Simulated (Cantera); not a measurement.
Input (Python, Cantera) and output of one run.

```python
import numpy as np
import cantera as ct

gas_names = """
    Cu CuF CuF2 CuO Cu2 F FO FO2 F2 F2O H HF HOF HO2 H2 H2F2 H2O H2O2 H3F3 H4F4 H5F5 H6F6 H7F7 O OH O2
    O3
""".split()
cond_names = """
    Cu(cr) Cu(L) CuF2(s) CuF2(L) CuO(s) CuO2H2(s) Cu2O(s) Cu2O(L) H2O(s) H2O(L)
""".split()


# ... load() reads the species with a 1 bar reference pressure and builds the phases ...
atoms = {
    'CuO': {'Cu': 1, 'O': 1},
    'HF': {'H': 1, 'F': 1},
    'O2': {'O': 2},
}
top_T = {'CuO(s)': 1390}  # K; cautious upper limits of use, not melting points


# ... equilibrate(T, P, feed) seeds the gas with the atoms and calls Mixture.equilibrate('TP', solver="vcs", rtol=1e-11, max_steps=5000) ...
results = []
feed = {'CuO': 1, 'HF': 3, 'O2': 8.9}  # mol
T = 1550  # K
P = 18  # Pa
mix = equilibrate(T, P, feed)
results.append((T, P, feed, dict(zip(mix.species_names, mix.species_moles))))
print(gas.report(threshold=1e-05))
for i in range(1, mix.n_phases):
    print(f"{mix.phase(i).name:16s} {mix.phase_moles(i):12.5e} mol")
```

It prints:

```
       temperature   1550 K
          pressure   18 Pa
           density   4.5627e-05 kg/m^3
  mean mol. weight   32.667 kg/kmol
   phase of matter   gas

                          1 kg             1 kmol
                     ---------------   ---------------
          enthalpy       -1.1879e+05       -3.8804e+06  J
   internal energy       -5.1329e+05       -1.6768e+07  J
           entropy             10117        3.3051e+05  J/K
    Gibbs function       -1.5801e+07       -5.1617e+08  J
 heat capacity c_p            1089.6             35593  J/K
 heat capacity c_v            835.03             27278  J/K

                      mass frac. Y      mole frac. X     chem. pot. / RT
                     ---------------   ---------------   ---------------
                Cu          0.066743          0.034311           -7.9122
               CuF            0.1076          0.042584           -43.613
               CuO        0.00017615        7.2341e-05           -26.338
                HF           0.11535           0.18835           -55.319
               H2O          0.011564           0.02097           -57.662
                 O        0.00024117        0.00049244           -18.426
                OH        0.00033303        0.00063968           -38.044
                O2           0.69795           0.71255           -36.852
     [  +19 minor]        4.0323e-05        2.9441e-05

Cu(L)             0.00000e+00 mol
CuF2(L)           0.00000e+00 mol
Cu2O(L)           0.00000e+00 mol
```

Method: chemical equilibrium by Gibbs-energy minimisation in Cantera with the NASA 1993 tables (ideal gas, pure condensed phases).
